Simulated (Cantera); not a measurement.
Feed: 1 mol Si3N4, 0.0091 mol C, 0.39 mol N2, held at 2700 °C and 1.60e-5 bar.

Equilibrium computed with Cantera from the NASA thermochemical tables; the gas is ideal and each condensed phase is pure. The tables' values for SiN are old estimates; treat these amounts as uncertain. Rates play no part.

```
species        before     after
-----------  --------  --------
N2              0.441     0.803
Si              0.555     0.193
Si2C          1.98e-8   0.00203
C             0.00141     <1e-9
Si3             <1e-9  0.000276
N             0.00194   7.91e-9
Si2N          5.28e-9  0.000496
CN           0.000268   1.60e-7
Si2           2.54e-6   0.00116
Si(l), mol          0      2.40
SiC(s), mol         0   0.00306
```
Gas species are given as mole fractions.

Problem. Name the change that produced these shifts.
(A) pressure from 1.60e-5 bar to 0.00450 bar
(B) temperature from 2700 °C to 1900 °C
(C) pressure from 1.60e-5 bar to 0.00133 bar
(D) temperature from 2700 °C to 1525 °C

Solution. D, temperature from 2700 °C to 1525 °C. Mutual solubility and eutectic melting of coexisting phases are not modelled
